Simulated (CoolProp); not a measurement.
Vapour pressure (MPa) of C3F8 (R218): the reference equation beside estimates from Tc = 71.9 °C, pc = 2.640 MPa, ω = 0.317. Clausius-Clapeyron is anchored at -77.95 °C with a constant enthalpy of vaporisation of 22.35 kJ/mol.

Values from CoolProp's reference Helmholtz-energy equation of state, Lemmon 2006. It is a short technical equation, of lower accuracy than the large ones.

| T (°C) | reference | Lee-Kesler | Clausius-Clapeyron | van der Waals | Soave-Redlich-Kwong |
|---|---|---|---|---|---|
| -106.75 | 0.0008078 | 0.0007750 | 0.0008994 | 0.05724 | 0.0008007 |
| -99.55 | 0.001653 | 0.001588 | 0.001758 | 0.07656 | 0.001635 |
| -92.35 | 0.003161 | 0.003048 | 0.003257 | 0.1001 | 0.003123 |
| -85.15 | 0.005698 | 0.005519 | 0.005756 | 0.1285 | 0.005630 |
| -77.95 | 0.009755 | 0.009495 | 0.009755 | 0.1620 | 0.009644 |
| -70.75 | 0.01596 | 0.01561 | 0.01592 | 0.2011 | 0.01579 |
| -63.55 | 0.02507 | 0.02465 | 0.02513 | 0.2463 | 0.02485 |
| -56.35 | 0.03801 | 0.03755 | 0.03847 | 0.2979 | 0.03773 |
| -49.15 | 0.05584 | 0.05539 | 0.05732 | 0.3564 | 0.05552 |
| -42.05 | 0.07935 | 0.07901 | 0.08287 | 0.4211 | 0.07906 |
| -34.85 | 0.1105 | 0.1104 | 0.1178 | 0.4941 | 0.1103 |
| -27.65 | 0.1505 | 0.1507 | 0.1640 | 0.5750 | 0.1506 |
| -20.45 | 0.2008 | 0.2014 | 0.2240 | 0.6641 | 0.2013 |
| -13.25 | 0.2630 | 0.2642 | 0.3008 | 0.7617 | 0.2643 |
| -6.05 | 0.3389 | 0.3407 | 0.3975 | 0.8680 | 0.3414 |

Absolute difference from the reference over all 15 rows, mean and median: Lee-Kesler 1.7 and 1.2 %, Clausius-Clapeyron 6.0 and 4.4 %, van der Waals 1546.7 and 683.7 %, Soave-Redlich-Kwong 0.7 and 0.7 %.
